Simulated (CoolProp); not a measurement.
Vapour-liquid equilibrium of CH2F2 (R32) (1) + R152A (2) at -77.95 °C; x and y are mole fractions of (1).

Values from CoolProp's multi-fluid Helmholtz-energy mixture model, Tillner-Roth 1997 and Outcalt 1996; pair parameters Bell 2016.

| x | bubble pressure (kPa) | y at the bubble point | dew pressure at overall composition x (kPa) | liquid density (mol/L) |
|---|---|---|---|---|
| 0.05 | 5.199 | 0.227 | 4.406 | … |
| 0.2 | 7.999 | … | 5.060 | 18.10 |
| 0.35 | 10.65 | 0.737 | 5.939 | 19.08 |
| 0.5 | 13.20 | 0.834 | 7.181 | 20.15 |
| 0.65 | 15.69 | 0.900 | 9.061 | 21.34 |
| 0.8 | 18.16 | 0.949 | 12.20 | … |
| 0.95 | 20.65 | 0.988 | … | 24.13 |

Task: What belongs in the gaps?

Result: 
- 0.05, liquid density (mol/L): 17.20
- 0.2, y at the bubble point: 0.574
- 0.8, liquid density (mol/L): 22.66
- 0.95, dew pressure at overall composition x (kPa): 18.21

No azeotrope shows between x = 0.05 and 0.95.

Pair parameters are fitted to limited data, so mixtures are less certain than the pure fluids.
